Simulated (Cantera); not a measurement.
# Stirred combustor or abatement burner

A perfectly stirred reactor is fed with CH₄ : O₂ : N₂ : CO₂ = 1 : 1.18 : 3.18 : 0.53 (molar parts), at 250000 Pa; it is adiabatic with a 325 K inlet, and is followed from long to short residence time, starting on the burning branch (τ in s: 0.045, 0.017, 0.0066, 0.0025, 0.00097, 0.00037, 0.00014, 5.4e-05, 2.1e-05).

Cantera simulation using GRI-Mech 3.0 (53 species, 325 reactions); the numbers are that mechanism's predictions, not measurements.

| τ (s) | T (K) | x CH₄ | x O₂ | x CO₂ | x CH₂ | x HCO | x CH₂O | x HO₂ |
|---|---|---|---|---|---|---|---|---|
| 0.045 | 1863 | 0.00677 | 0.000856 | 0.0893 | 6.45e-7 | 5.68e-8 | 1.18e-5 | 1.92e-7 |
| 0.017 | 1864 | 0.00875 | 0.00186 | 0.0921 | 1.32e-6 | 1.04e-7 | 2.27e-5 | 4.67e-7 |
| 0.0066 | 1855 | 0.0111 | 0.00391 | 0.0945 | 2.43e-6 | 2.09e-7 | 4.30e-5 | 1.16e-6 |
| 0.0025 | 1821 | 0.0148 | 0.00879 | 0.0967 | 3.80e-6 | 4.67e-7 | 8.83e-5 | 3.37e-6 |
| 0.00097 | 325 | 0.170 | 0.200 | 0.0900 | <1e-12 | <1e-12 | <1e-12 | <1e-12 |
| 0.00037 | 325 | 0.170 | 0.200 | 0.0900 | <1e-12 | <1e-12 | <1e-12 | <1e-12 |
| 0.00014 | 325 | 0.170 | 0.200 | 0.0900 | <1e-12 | <1e-12 | <1e-12 | <1e-12 |
| 5.4e-5 | 325 | 0.170 | 0.200 | 0.0900 | <1e-12 | <1e-12 | <1e-12 | <1e-12 |
| 2.1e-5 | 325 | 0.170 | 0.200 | 0.0900 | <1e-12 | <1e-12 | <1e-12 | <1e-12 |
x: mole fraction; the columns are a selection and need not sum to one.
